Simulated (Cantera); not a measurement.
Cantera run:

```python
import numpy as np
import cantera as ct

gas_names = """
    C CH CH2 CH3 CH2OH CH3O CH4 CH3OH CO CO2 COOH C2 C2H CHCO,ketyl C2H2,acetylene C2H2,vinylidene
    CH2CO,ketene C2H3,vinyl CH3CO,acetyl C2H4 C2H4O,ethylen CH3CHO,ethanal CH3COOH (HCOOH)2 C2H5 C2H6
    CH3OCH3 C2H5OH C2O C3 C3H3,propargyl C3H4,allene C3H4,propyne C3H4,cyclo- C3H5,allyl C3H6,propylene
    C3H6,cyclo- C3H6O C3H7,n-propyl C3H7,i-propyl C3H8 C3H8O,1propanol C3H8O,2propanol C3O2 C4 C4H2
    C4H4,1,3-cyclo- C4H6,butadiene C4H6,2-butyne C4H6,cyclo- C4H8,1-butene C4H8,cis2-buten
    C4H8,tr2-butene C4H8,isobutene C4H8,cyclo- (CH3COOH)2 C4H9,n-butyl C4H9,i-butyl C4H9,s-butyl
    C4H9,t-butyl C4H10,isobutane C4H10,n-butane C5 C5H6,1,3cyclo- C5H8,cyclo- C5H10,1-pentene
    C5H10,cyclo- C5H11,pentyl C5H11,t-pentyl C5H12,n-pentane C5H12,i-pentane CH3C(CH3)2CH3 C6H2
    C6H5,phenyl C6H5O,phenoxy C6H6 C6H5OH,phenol C6H10,cyclo- C6H12,1-hexene C6H12,cyclo- C6H13,n-hexyl
    C7H7,benzyl C7H8 C7H8O,cresol C7H14,1-heptene C7H15,n-heptyl C7H16,n-heptane C8H8,styrene
    C8H10,ethylbenz C8H16,1-octene C8H17,n-octyl C8H18,isooctane C8H18,n-octane C9H19,n-nonyl
    C10H8,naphthale C10H21,n-decyl C12H9,o-bipheny C12H10,bipheny Ca CaO CaOH CaO2H2 Ca2 H HCO HO2 H2
    HCHO,formaldehy HCOOH H2O H2O2 O OH O2 O3
""".split()
cond_names = """
    C(gr) C6H6(L) C7H8(L) C8H18(L),n-octa Ca(a) Ca(b) Ca(L) CaCO3(caL) CaO(s) CaO(L) CaO2H2(s) H2O(s)
    H2O(L)
""".split()


def load(file, names, dense=False):
    # The tables refer to 1 bar. Condensed volumes are neglected.
    table = {s.name: s for s in ct.Species.list_from_file(file)}
    out = []
    for n in names:
        d = dict(table[n].input_data)
        d["thermo"] = dict(d["thermo"], **{"reference-pressure": 1e5})
        if dense:
            d["equation-of-state"] = {"model": "constant-volume", "density": "1e6 g/cm^3"}
        out.append(ct.Species.from_dict(d))
    return out


gas = ct.Solution(thermo="ideal-gas", species=load("nasa_gas.yaml", gas_names))
cond = {s.name: ct.Solution(thermo="fixed-stoichiometry", species=[s], name=s.name)
        for s in load("nasa_condensed.yaml", cond_names, dense=True)}
atoms = {
    'Ca(OH)2': {'Ca': 1, 'O': 2, 'H': 2},
    'C': {'C': 1},
    'H2': {'H': 2},
}
top_T = {'C(gr)': 4500}  # K; cautious upper limits of use, not melting points


def equilibrate(T, P, feed):
    n = {}
    for name, mol in feed.items():
        for a, k in atoms[name].items():
            n[a] = n.get(a, 0.0) + k * mol
    gas.TPX = T, P, n
    mass = sum(n.values()) * gas.mean_molecular_weight
    gas.equilibrate("TP")
    valid = [c for c in cond.values() if c.min_temp <= T <= top_T.get(c.name, c.max_temp)]
    mix = ct.Mixture([(gas, mass / gas.mean_molecular_weight)] + [(c, 0.0) for c in valid])
    mix.T, mix.P = T, P
    mix.equilibrate("TP", solver="vcs", rtol=1e-11, max_steps=5000)
    return mix


results = []
feed = {'Ca(OH)2': 1, 'C': 0.012, 'H2': 3.1}  # mol
P = 310000  # Pa
for T in [750, 900, 1050, 1200, 1350, 1500, 1650, 1800, 1950]:
    mix = equilibrate(T, P, feed)
    results.append((T, P, feed, dict(zip(mix.species_names, mix.species_moles))))

top = {s: max(r[3][s] / sum(r[3][g] for g in gas_names) for r in results) for s in gas_names}
cols = sorted((s for s in top if top[s] > 1e-05), key=lambda s: -top[s])[:7]
seen = [c for c in cond_names if any(r[3].get(c, 0) > 1e-12 for r in results)]
print("log10 of partial pressures in bar; condensed amounts in mol")
print(f"{'T/K':>10s}" + "".join(f"{s[:9]:>10s}" for s in cols + seen))
for T, P, feed, n in results:
    ng = sum(n[g] for g in gas_names)
    print(f"{T:10.4g}" + "".join(f"{np.log10(max(n[s] / ng * P / 1e5, 1e-99)):10.3f}" for s in cols)
          + "".join(f"{n.get(c, 0):10.4g}" for c in seen))
```

Result:

```
log10 of partial pressures in bar; condensed amounts in mol
       T/K        H2       H2O       CH4        CO       CO2         H    CaO2H2    CaO(s) CaO2H2(s)
       750     0.428    -0.388    -1.981    -6.116    -6.146   -12.286   -15.879    0.4698    0.5302
       900     0.368    -0.121    -2.097    -3.202    -3.330    -9.748   -12.528         1         0
      1050     0.370    -0.128    -2.978    -2.235    -2.662    -7.906   -10.336         1         0
      1200     0.371    -0.129    -4.283    -2.136    -2.773    -6.519    -8.689         1         0
      1350     0.371    -0.129    -5.349    -2.109    -2.901    -5.438    -7.412         1         0
      1500     0.371    -0.129    -6.209    -2.094    -3.006    -4.569    -6.393         1         0
      1650     0.370    -0.128    -6.913    -2.084    -3.090    -3.856    -5.562         1         0
      1800     0.370    -0.128    -7.497    -2.078    -3.159    -3.261    -4.873         1         0
      1950     0.370    -0.128    -7.990    -2.074    -3.216    -2.756    -4.293    0.9999         0
```

These are equilibrium values from Cantera (NASA tables, ideal gas, pure condensed phases), not measurements of a reactor.
